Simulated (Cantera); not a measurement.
An isothermal, constant-pressure homogeneous reactor starts with CH4 : N2 = 1 : 15 (molar parts), at 1850 K and 173 Torr. Integrator tolerance rtol = 1e-08.

Cantera simulation using GRI-Mech 3.0 (53 species, 325 reactions); the numbers are that mechanism's predictions, not measurements. GRI-Mech 3.0 stops at C3 and has no aromatics, soot or wall deposition, so with more carbon than oxygen in the feed, carbon stays in small species such as C2H2 where larger ones or solid carbon would form.

What does this change do: pressure from 173 Torr to 1.28 Torr?


```tsv
quantity	before	after
x(CH4) at 5.00 s	3.81e-5 (gas-phase equilibrium 1.91e-5)	0.000485 (gas-phase equilibrium 1.36e-7)
x(C2H4) at 5.00 s	9.85e-6 (gas-phase equilibrium 2.09e-6)	1.56e-6 (gas-phase equilibrium 1.51e-8)
x(HCN) at 5.00 s	5.65e-5 (gas-phase equilibrium 0.0463)	4.20e-5 (gas-phase equilibrium 0.0463)
x(H) at 5.00 s	0.000336 (gas-phase equilibrium 0.000336)	0.000841 (gas-phase equilibrium 0.00386)
x(CH2) at 5.00 s	1.30e-8 (gas-phase equilibrium 6.50e-9)	1.03e-6 (gas-phase equilibrium 6.43e-9)
x(C2H6) at 5.00 s	1.78e-10 (gas-phase equilibrium 4.24e-11)	3.09e-9 (gas-phase equilibrium <1e-12)
x(CH3) at 5.00 s	2.91e-6 (gas-phase equilibrium 1.46e-6)	9.38e-5 (gas-phase equilibrium 1.22e-7)
```
Radical loss at walls, strong at low pressure, is not modelled.

What does this change do: temperature 1850 to 1975 K?


```csv
quantity,before,after
x(CH4) at 5.00 s,3.81e-5 (gas-phase equilibrium 1.91e-5),1.17e-5 (gas-phase equilibrium 7.99e-6)
x(C2H4) at 5.00 s,9.85e-6 (gas-phase equilibrium 2.09e-6),4.55e-6 (gas-phase equilibrium 8.86e-7)
x(HCN) at 5.00 s,5.65e-5 (gas-phase equilibrium 0.0463),0.000264 (gas-phase equilibrium 0.0474)
x(H) at 5.00 s,0.000336 (gas-phase equilibrium 0.000336),0.000851 (gas-phase equilibrium 0.000851)
x(CH2) at 5.00 s,1.30e-8 (gas-phase equilibrium 6.50e-9),2.76e-8 (gas-phase equilibrium 1.90e-8)
x(C2H6) at 5.00 s,1.78e-10 (gas-phase equilibrium 4.24e-11),2.94e-11 (gas-phase equilibrium 1.01e-11)
x(CH3) at 5.00 s,2.91e-6 (gas-phase equilibrium 1.46e-6),2.23e-6 (gas-phase equilibrium 1.53e-6)
```

What does this change do: CH4 1 to 0.22 parts?


```csv
quantity,before,after
x(CH4) at 5.00 s,3.81e-5 (gas-phase equilibrium 1.91e-5),8.48e-7 (gas-phase equilibrium 6.15e-7)
x(C2H4) at 5.00 s,9.85e-6 (gas-phase equilibrium 2.09e-6),5.75e-7 (gas-phase equilibrium 3.72e-8)
x(HCN) at 5.00 s,5.65e-5 (gas-phase equilibrium 0.0463),7.51e-5 (gas-phase equilibrium 0.0133)
x(H) at 5.00 s,0.000336 (gas-phase equilibrium 0.000336),0.000165 (gas-phase equilibrium 0.000165)
x(CH2) at 5.00 s,1.30e-8 (gas-phase equilibrium 6.50e-9),1.20e-9 (gas-phase equilibrium 8.68e-10)
x(C2H6) at 5.00 s,1.78e-10 (gas-phase equilibrium 4.24e-11),<1e-12 (gas-phase equilibrium <1e-12)
x(CH3) at 5.00 s,2.91e-6 (gas-phase equilibrium 1.46e-6),1.32e-7 (gas-phase equilibrium 9.56e-8)
```
